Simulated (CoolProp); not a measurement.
Computed with CoolProp (reference Helmholtz-energy equation of state, Bücker 2006).

Q: For isobutane, give the phase and the density (kg/m³), speed of sound (m/s), expansivity (1/kK), viscosity (µPa s) at 269.75 °C and 1750 kPa; 242.55 °C and 4510 kPa.

A: 
- 269.75 °C and 1750 kPa: gas; density 24.0, speed of sound 271, expansivity 2.32, viscosity 13.6
- 242.55 °C and 4510 kPa: supercritical; density 76.3, speed of sound 234, expansivity 4.07, viscosity 15.3

Viscosity comes from a separate model (Vogel 2000).
